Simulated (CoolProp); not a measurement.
Values from CoolProp's reference Helmholtz-energy equation of state, Thol 2017.

**Question.** Give the vapour pressure (bar), vapour density (kg/m³), liquid cp (kJ/(kg K)), surface tension (mN/m) of saturated octamethyltrisiloxane (MDM) at 195.45, 233.35 °C.

**Answer.** 
```tsv
T (°C)	p (bar)	vapour density (kg/m³)	liquid cp (kJ/(kg K))	surface tension (mN/m)
195.45	2.75	19.7	2.24	3.70
233.35	5.65	42.9	2.40	1.76
```

Surface tension comes from a separate correlation (Mulero 2014), older than this fluid's equation and unchecked against measurements.
